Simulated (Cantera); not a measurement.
A Cantera script and what it prints.

```python
import numpy as np
import cantera as ct

gas_names = [...]  # 113 gases of nasa_gas.yaml made of C, H, O, Ti
cond_names = """
    C(gr) C6H6(L) C7H8(L) C8H18(L),n-octa H2O(s) H2O(L) Ti(a) Ti(b) Ti(L) TiC(s) TiC(L) TiO(a) TiO(b)
    TiO(L) TiO2(ru) TiO2(L) Ti2O3(a) Ti2O3(b) Ti2O3(L) Ti3O5(a) Ti3O5(b) Ti3O5(L) Ti4O7(s) Ti4O7(L)
""".split()


# ... load() reads the species with a 1 bar reference pressure and builds the phases ...
atoms = {
    'TiO2': {'Ti': 1, 'O': 2},
    'CH4': {'C': 1, 'H': 4},
    'CO': {'C': 1, 'O': 1},
}
top_T = {'C(gr)': 4500}  # K; cautious upper limits of use, not melting points


# ... equilibrate(T, P, feed) seeds the gas with the atoms and calls Mixture.equilibrate('TP', solver="vcs", rtol=1e-11, max_steps=5000) ...
results = []
feed = {'TiO2': 1, 'CH4': 1.4, 'CO': 1.3}  # mol
P = 34  # Pa
for T in [1223, 1373, 1523, 1673, 1823, 1973, 2123, 2273, 2423, 2573]:
    mix = equilibrate(T, P, feed)
    results.append((T, P, feed, dict(zip(mix.species_names, mix.species_moles))))

top = {s: max(r[3][s] / sum(r[3][g] for g in gas_names) for r in results) for s in gas_names}
cols = sorted((s for s in top if top[s] > 0.001), key=lambda s: -top[s])[:6]
seen = [c for c in cond_names if any(r[3].get(c, 0) > 1e-12 for r in results)]
print("log10 of partial pressures in bar; condensed amounts in mol")
print(f"{'T/K':>10s}" + "".join(f"{s[:9]:>10s}" for s in cols + seen))
for T, P, feed, n in results:
    ng = sum(n[g] for g in gas_names)
    print(f"{T:10.4g}" + "".join(f"{np.log10(max(n[s] / ng * P / 1e5, 1e-99)):10.3f}" for s in cols)
          + "".join(f"{n.get(c, 0):10.4g}" for c in seen))
```

Result:

```
log10 of partial pressures in bar; condensed amounts in mol
       T/K        H2         H        CO       TiO        Ti    TiC(s)    TiO(b)    TiO(L)  Ti2O3(b)
      1223    -3.732    -8.388    -3.810   -16.429   -19.155      0.36         0         0      0.32
      1373    -3.732    -7.344    -3.810   -13.372   -15.394      0.36         0         0      0.32
      1523    -3.733    -6.503    -3.810   -10.931   -12.384      0.36         0         0      0.32
      1673    -3.748    -5.818    -3.796    -9.002    -9.961       0.2    0.7999         0         0
      1823    -3.756    -5.241    -3.799    -7.560    -8.016       0.2    0.7995         0         0
      1973    -3.780    -4.760    -3.807    -6.348    -6.372    0.1966    0.7893         0         0
      2123    -3.863    -4.377    -3.835    -5.369    -4.982    0.1078         0    0.6318         0
      2273    -4.048    -4.100    -3.904    -4.561    -4.731         0         0         0         0
      2423    -4.271    -3.887    -3.942    -4.600    -4.768         0         0         0         0
      2573    -4.609    -3.769    -3.975    -4.635    -4.799         0         0         0         0
```

Method: chemical equilibrium by Gibbs-energy minimisation in Cantera with the NASA 1993 tables (ideal gas, pure condensed phases). Mutual solubility and eutectic melting of coexisting phases are not modelled. TiC, TiO: taken at fixed stoichiometry. Condensed phases not in the tables: solid solutions among these carbides, nitrides and lower oxides.
